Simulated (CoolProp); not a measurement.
A simple Rankine cycle with R236FA: condensing at 329.15 K, boiler at 2.12 MPa, turbine inlet 392.6 K, turbine efficiency 0.75, pump efficiency 0.6, no recuperator. Each further row changes one setting.

Computed with CoolProp (reference Helmholtz-energy equation of state, Pan 2012).

```json
[
 {"case": "as stated", "thermal efficiency (%)": "7.0", "net work (kJ/kg)": "[?]", "heat in (kJ/kg)": "168", "turbine exit temperature (K)": "[?]", "volume ratio over the turbine": "3.62"},
 {"case": "condensing temperature 321.15 K", "thermal efficiency (%)": "[?]", "net work (kJ/kg)": "14.4", "heat in (kJ/kg)": "178", "turbine exit temperature (K)": "354.7", "volume ratio over the turbine": "4.55"},
 {"case": "boiler pressure 1.48 MPa", "thermal efficiency (%)": "5.1", "net work (kJ/kg)": "9.17", "heat in (kJ/kg)": "179", "turbine exit temperature (K)": "373.2", "volume ratio over the turbine": "[?]"},
 {"case": "turbine efficiency 0.65", "thermal efficiency (%)": "[?]", "net work (kJ/kg)": "9.92", "heat in (kJ/kg)": "168", "turbine exit temperature (K)": "361.4", "volume ratio over the turbine": "[?]"}
]
```

**Question.** Complete the blanks.

**Answer.** 
- as stated, net work (kJ/kg): 11.7
- as stated, turbine exit temperature (K): 359.6
- condensing temperature 321.15 K, thermal efficiency (%): 8.1
- boiler pressure 1.48 MPa, volume ratio over the turbine: 2.29
- turbine efficiency 0.65, thermal efficiency (%): 5.9
- turbine efficiency 0.65, volume ratio over the turbine: 3.64
